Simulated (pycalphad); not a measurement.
CALPHAD calculation (pycalphad, COST 507 light-alloy database (1999)), 1 atm. The data set is of 1999 and partly superseded. Kinetics are ignored, which matters at the lower temperatures.

Molar enthalpy of Si-32.9Ti (at.%) in equilibrium (SER reference):

| T (°C) | H (kJ/mol) | phases |
|---|---|---|
| 2327 | 55.16 | LIQUID |
| 2227 | 51.82 | LIQUID |
| 2127 | 48.47 | LIQUID |
| 2027 | 45.12 | LIQUID |
| 1927 | 41.77 | LIQUID |
| 1827 | 38.42 | LIQUID |
| 1727 | 35.08 | LIQUID |
| 1627 | 31.73 | LIQUID |
| 1577 | 30.06 | LIQUID |
| 1527 | 28.39 | LIQUID |
| 1427 | -15.69 | SI2TI + LIQUID |
| 1327 | -21.22 | SI2TI + DIAMOND_A4 |
| 1277 | -22.83 | SI2TI + DIAMOND_A4 |
| 1227 | -24.42 | SI2TI + DIAMOND_A4 |
| 1127 | -27.54 | SI2TI + DIAMOND_A4 |
| 1027 | -30.61 | SI2TI + DIAMOND_A4 |
| 927 | -33.61 | SI2TI + DIAMOND_A4 |
| 827 | -36.55 | SI2TI + DIAMOND_A4 |
| 727 | -39.43 | SI2TI + DIAMOND_A4 |
| 627 | -42.24 | SI2TI + DIAMOND_A4 |
| 527 | -45.00 | SI2TI + DIAMOND_A4 |
| 427 | -47.68 | SI2TI + DIAMOND_A4 |
| 327 | -50.30 | SI2TI + DIAMOND_A4 |
| 227 | -52.83 | SI2TI + DIAMOND_A4 |

Cooling from 1527 °C to 1327 °C, across the freezing range, releases 49.6 kJ/mol, or 1430 J/g. The slope is 33 J/(mol K) in the liquid and 32 J/(mol K) just below the solidus, where it includes any heat of precipitation. Liquidus 1484 °C, solidus 1331 °C. Changes were sought between steps of 50 K, so a narrower field can be missed.

Database names, with the compositions (at.%) that they take in these runs: SI2TI: Si 67 Ti 33. DIAMOND_A4 is diamond (Si).
